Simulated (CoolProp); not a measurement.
Vapour-liquid equilibrium of n-pentane (1) + cyclohexane (2) at 0.504 MPa; x and y are mole fractions of (1).

The numbers come from the multi-fluid Helmholtz-energy mixture model, Thol 2019 and Zhou 2014; pair parameters Bell 2016 in CoolProp.

```json
[
 {"x": "0.05", "bubble temperature, mixture model (K)": "413.9", "bubble temperature, Raoult's law (K)": "414.1", "y, mixture model": "0.126", "y, Raoult's law": "0.134"},
 {"x": "0.125", "bubble temperature, mixture model (K)": "407.6", "bubble temperature, Raoult's law (K)": "408.0", "y, mixture model": "0.283", "y, Raoult's law": "0.300"},
 {"x": "0.2", "bubble temperature, mixture model (K)": "402.0", "bubble temperature, Raoult's law (K)": "402.5", "y, mixture model": "0.410", "y, Raoult's law": "0.433"},
 {"x": "0.275", "bubble temperature, mixture model (K)": "397.1", "bubble temperature, Raoult's law (K)": "397.6", "y, mixture model": "0.513", "y, Raoult's law": "0.541"},
 {"x": "0.35", "bubble temperature, mixture model (K)": "392.6", "bubble temperature, Raoult's law (K)": "393.1", "y, mixture model": "0.599", "y, Raoult's law": "0.629"},
 {"x": "0.425", "bubble temperature, mixture model (K)": "388.6", "bubble temperature, Raoult's law (K)": "389.0", "y, mixture model": "0.672", "y, Raoult's law": "0.702"},
 {"x": "0.5", "bubble temperature, mixture model (K)": "384.9", "bubble temperature, Raoult's law (K)": "385.2", "y, mixture model": "0.734", "y, Raoult's law": "0.764"},
 {"x": "0.575", "bubble temperature, mixture model (K)": "381.5", "bubble temperature, Raoult's law (K)": "381.7", "y, mixture model": "0.788", "y, Raoult's law": "0.816"},
 {"x": "0.65", "bubble temperature, mixture model (K)": "378.4", "bubble temperature, Raoult's law (K)": "378.5", "y, mixture model": "0.835", "y, Raoult's law": "0.861"},
 {"x": "0.725", "bubble temperature, mixture model (K)": "375.5", "bubble temperature, Raoult's law (K)": "375.5", "y, mixture model": "0.877", "y, Raoult's law": "0.899"},
 {"x": "0.8", "bubble temperature, mixture model (K)": "372.7", "bubble temperature, Raoult's law (K)": "372.7", "y, mixture model": "0.915", "y, Raoult's law": "0.932"},
 {"x": "0.875", "bubble temperature, mixture model (K)": "370.1", "bubble temperature, Raoult's law (K)": "370.1", "y, mixture model": "0.949", "y, Raoult's law": "0.960"},
 {"x": "0.95", "bubble temperature, mixture model (K)": "367.6", "bubble temperature, Raoult's law (K)": "367.6", "y, mixture model": "0.980", "y, Raoult's law": "0.985"}
]
```

The largest gap from Raoult's law is -0.5 K in bubble temperature, at x = 0.275. No azeotrope shows between x = 0.05 and 0.95.

The pair parameters rest on a limited set of measurements; away from them the model extrapolates.
